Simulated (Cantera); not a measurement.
## Ignition delay

Mixture: CH4 : O2 : N2 : CO2 = 1 : 1.33 : 5.01 : 0.35 (molar parts), at 84000 Pa, adiabatic and at constant pressure. Ignition delay is the time to a rise of 400 K.

Computed with Cantera and GRI-Mech 3.0 (53 species, 325 reactions).

```
T0 (K)  delay (ms)
------  ----------
1300          18.3
1350          9.67
1400          5.26
1450          2.95
1500          1.72
1550          1.04
1600         0.650
1650         0.424
1700         0.287
```

- apparent activation energy between 1600 and 1700 K = 190 kJ/mol
